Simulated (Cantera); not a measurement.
Predominance diagram of Ba at 1900 K against the partial pressures of O2 and H2O (log10, bar). Standard-state values (1 bar) from the NASA 1993 polynomials, evaluated with Cantera. Candidates: Ba(l), BaO(s), Ba(OH)2(l). Only these pure phases compete in this equilibrium. Not in the tables: the peroxide.

Which phase is stable at these pairs, and which metal-bearing vapour leads over it? (-17.7, -12); (-12.4, -5); (0, -5); (-12.4, -8); (-8.8, -5); (-7.1, -4); (-8.8, -6)


```
log p(O2)  log p(H2O)   phase  chief vapour  log p (bar)
---------  ----------  ------  ------------  -----------
-17.7             -12  BaO(s)            Ba         -1.5
-12.4              -5  BaO(s)            Ba         -4.2
0                  -5  BaO(s)       Ba(OH)2         -6.8
-12.4              -8  BaO(s)            Ba         -4.2
-8.8               -5  BaO(s)          BaOH         -5.9
-7.1               -4  BaO(s)          BaOH         -5.8
-8.8               -6  BaO(s)            Ba         -6.0
```
